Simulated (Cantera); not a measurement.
Boron, boron nitride and boron oxide: borazine + N₂

A closed system holds: 1 mol borazine, 15 mol N₂, equilibrated at 2050 °C.

Equilibrium computed with Cantera from the NASA thermochemical tables; the gas is ideal and each condensed phase is pure. Candidate condensed phases: B, BN; 15 gas species. The feed counts by its element totals alone. The tables' values for BH₂ are old estimates; treat these amounts as uncertain. The numbers say what is thermodynamically allowed, not how fast it happens.

At 10.0 Pa nothing is condensed. From 63.0 Pa to 4.00 mbar the condensed part is B(s). From 25.0 mbar to 1.00 bar the condensed part is BN(s). The share of B in condensed phases is highest at 1.00 bar (100.0 %) and lowest at 10.0 Pa (0.0 %).

```
P (Pa)   x N₂      x H    x H₂       x B      x BN  n B(s)  n BN(s)
------  -----  -------  ------  --------  --------  ------  -------
10      0.666    0.184  0.0287     0.120  0.000519       0        0
63      0.776    0.122  0.0796    0.0214  0.000250    2.53        0
400     0.818   0.0593   0.119   0.00337  0.000102    2.92        0
2500    0.822   0.0267   0.151  0.000325   2.46e-5       0     2.99
16000   0.829   0.0109   0.160   2.00e-5   3.84e-6       0     3.00
100000  0.831  0.00441   0.164   1.28e-6   6.15e-7       0     3.00
```
x: gas mole fraction; n: condensed amount in mol.
